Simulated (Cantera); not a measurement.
Input (Python, Cantera):

```python
import numpy as np
import cantera as ct

gas = ct.Solution("gri30.yaml")
gas.TPX = 950, 990000, {'CO': 0.052, 'O2': 0.064, 'H2O': 0.091, 'N2': 1}
reactor = ct.IdealGasConstPressureReactor(gas, energy="off", clone=False)
net = ct.ReactorNet([reactor])
net.rtol, net.atol = 1e-08, 1e-18
show = ['CO', 'O2', 'H2O', 'CO2', 'N2O', 'O']
times = np.geomspace(0.0001, 30, 13)

steps = ct.SolutionArray(gas, extra=["t"])
rows = []
print(f"{'t/s':>10s}{'T/K':>9s}{'P/Pa':>11s}" + "".join(f"{s:>11s}" for s in show))
for t in times:
    while net.time < t:
        t_next = net.step()
        steps.append(gas.state, t=t_next)
    rows.append([np.interp(t, steps.t, y) for y in (steps.T, steps.P, *steps(*show).X.T)])
    print(f"{t:10.3e}{rows[-1][0]:9.1f}{rows[-1][1]:11.4g}" + "".join(f"{x:11.3e}" for x in rows[-1][2:]))
rate = np.gradient(steps.T, steps.t)
print("integrator steps:", len(steps.t))
if steps.T.max() > steps.T[0] + 200:
    print(f"time of steepest temperature rise: {steps.t[rate.argmax()]:.4e} s")
gas.TPX = 950, 990000, {'CO': 0.052, 'O2': 0.064, 'H2O': 0.091, 'N2': 1}
gas.equilibrate("TP")
print(f"equilibrium (TP): T = {gas.T:.1f} K  " + "  ".join(f"{s} {gas[s].X[0]:.3e}" for s in show))
```

Output:

```
       t/s      T/K       P/Pa         CO         O2        H2O        CO2        N2O          O
 1.000e-04    950.0    9.9e+05  4.308e-02  5.302e-02  7.539e-02  1.630e-09  7.821e-14  1.828e-10
 2.860e-04    950.0    9.9e+05  4.308e-02  5.302e-02  7.539e-02  6.159e-09  2.740e-13  1.891e-10
 8.182e-04    950.0    9.9e+05  4.308e-02  5.302e-02  7.539e-02  2.675e-08  8.506e-13  1.961e-10
 2.340e-03    950.0    9.9e+05  4.308e-02  5.302e-02  7.539e-02  1.513e-07  2.628e-12  2.178e-10
 6.694e-03    950.0    9.9e+05  4.308e-02  5.302e-02  7.539e-02  1.122e-06  8.909e-12  2.922e-10
 1.915e-02    950.0    9.9e+05  4.307e-02  5.302e-02  7.539e-02  1.096e-05  4.058e-11  6.146e-10
 5.477e-02    950.0    9.9e+05  4.295e-02  5.296e-02  7.540e-02  1.356e-04  3.157e-10  2.083e-09
 1.567e-01    950.0    9.9e+05  4.177e-02  5.239e-02  7.544e-02  1.340e-03  2.674e-09  5.320e-09
 4.481e-01    950.0    9.9e+05  3.638e-02  4.978e-02  7.564e-02  6.847e-03  1.341e-08  6.311e-09
 1.282e+00    950.0    9.9e+05  2.442e-02  4.400e-02  7.609e-02  1.907e-02  4.061e-08  4.673e-09
 3.667e+00    950.0    9.9e+05  9.827e-03  3.693e-02  7.666e-02  3.399e-02  8.499e-08  1.932e-09
 1.049e+01    950.0    9.9e+05  2.337e-03  3.331e-02  7.696e-02  4.164e-02  1.173e-07  3.074e-10
 3.000e+01    950.0    9.9e+05  4.481e-04  3.239e-02  7.704e-02  4.357e-02  1.203e-07  3.178e-11
integrator steps: 1029
equilibrium (TP): T = 950.0 K  CO 7.986e-13  O2 3.217e-02  H2O 7.705e-02  CO2 4.403e-02  N2O 2.025e-09  O 1.823e-12
```

Model: GRI-Mech 3.0 (53 species, 325 reactions), integrated in Cantera. The temperature is held fixed by assumption; the heat of reaction is taken as removed at once.
